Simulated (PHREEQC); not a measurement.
**Nickel, zinc or cadmium bath: an equilibrium model**

Make-up at 70 °C: 0.32 mol/kgw ZnSO4 and 0.003 mol/kgw NaOH. Closed to the air; pH follows from the charge balance.

The numbers come from PHREEQC with the ion-association model, wateq4f.dat.

```yaml
pH: 6.53
ionic_strength: 0.560 mol/kgw
activity_of_water: 0.993
total_alkalinity: 3.00 meq/kg
```

```
species     molality  activity   log γ
----------  --------  --------  ------
Zn+2           0.138    0.0298  -0.665
ZnSO4          0.128     0.145   0.056
SO4-2         0.0892    0.0154  -0.762
Zn(SO4)2-2    0.0514    0.0135  -0.581
ZnOH+        0.00299   0.00214  -0.145
Na+          0.00272   0.00186  -0.166
NaSO4-      0.000277  0.000184  -0.177
Zn(OH)2      3.77e-6   4.29e-6   0.056
```

No solid was allowed to form. Examples of supersaturated solids here: Zincite(c) (slow to form). Others may be too. At this temperature some constants are extrapolated from 25 °C, and those without enthalpy data are left unchanged.
